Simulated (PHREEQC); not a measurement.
PHREEQC input (ion-association model, wateq4f.dat):

```
SOLUTION_MASTER_SPECIES
  An  An-  0  An  62.0  # stands for a non-complexing anion
SOLUTION_SPECIES
  An- = An-
    -log_k 0
    -gamma 3.0 0
PHASES
  Fix_H+
    H+ = H+
    -log_k 0
SOLUTION 1
  temp 25
  units mmol/kgw
  pH 7 charge
  Na 100
  An 100
END
SELECTED_OUTPUT 1
  -reset false
  -pH true
  -pe true
  -ionic_strength true
  -water true
  -totals Na
  -molalities Hfo_wOH Hfo_wOH2+ Hfo_wO- Hfo_sOH Hfo_sOH2+ Hfo_sO-
USER_PUNCH 1
  -headings sigma psi
  10 PUNCH EDL("sigma", "Hfo"), EDL("psi", "Hfo")
PRINT
  -reset false
USE solution 1
SURFACE 1
  Hfo_wOH 4.7191e-05 600 0.021
  Hfo_sOH 1.17978e-06
EQUILIBRIUM_PHASES 1
  Fix_H+ -4 HAn 10
    -force_equality true
  O2(g) -0.68 10
END
# ... the last block is repeated for the other 12 points of pH, with NaOH or the acid as the point needs
```

Selected output (columns that matter, 13 of 13 rows; pH added in front):

```
pH	mu	Na	m_Hfo_wOH	m_Hfo_wOH2+	m_Hfo_wO-	m_Hfo_sOH	m_Hfo_sOH2+	m_Hfo_sO-	sigma	psi
4	0.10014	0.1	6.2967e-06	4.0872e-05	2.2223e-08	1.5742e-07	1.0218e-06	5.5557e-10	0.32066	0.14657
4.67	0.10004	0.1	1.4633e-05	3.2407e-05	1.5136e-07	3.6581e-07	8.1018e-07	3.7839e-09	0.2532	0.13456
5.33	0.10002	0.1	2.3547e-05	2.3094e-05	5.4998e-07	5.8867e-07	5.7736e-07	1.375e-08	0.17697	0.11644
6	0.10001	0.1	3.0297e-05	1.554e-05	1.3532e-06	7.5744e-07	3.8851e-07	3.3829e-08	0.11137	0.093463
6.67	0.1	0.1	3.4111e-05	1.0555e-05	2.5253e-06	8.5277e-07	2.6388e-07	6.3132e-08	0.063032	0.066812
7.33	0.1	0.1	3.574e-05	7.6017e-06	3.8494e-06	8.935e-07	1.9004e-07	9.6236e-08	0.029454	0.037401
8	0.1	0.1	3.6217e-05	5.7337e-06	5.2406e-06	9.0542e-07	1.4334e-07	1.3101e-07	0.0038712	0.0053519
8.67	0.10001	0.10001	3.599e-05	4.2987e-06	6.9027e-06	8.9974e-07	1.0747e-07	1.7257e-07	-0.020441	-0.027044
9.33	0.10003	0.10003	3.4836e-05	2.9586e-06	9.3966e-06	8.709e-07	7.3965e-08	2.3492e-07	-0.050536	-0.057326
10	0.10014	0.10014	3.1849e-05	1.7038e-06	1.3639e-05	7.9622e-07	4.2594e-08	3.4097e-07	-0.093685	-0.085085
10.67	0.10062	0.10063	2.6064e-05	7.6427e-07	2.0363e-05	6.516e-07	1.9107e-08	5.0907e-07	-0.15384	-0.10927
11.33	0.10282	0.10284	1.7556e-05	2.402e-07	2.9395e-05	4.389e-07	6.0051e-09	7.3487e-07	-0.22885	-0.12873
12	0.11328	0.1133	8.0778e-06	3.8255e-08	3.9075e-05	2.0195e-07	9.5638e-10	9.7688e-07	-0.30642	-0.14111
```
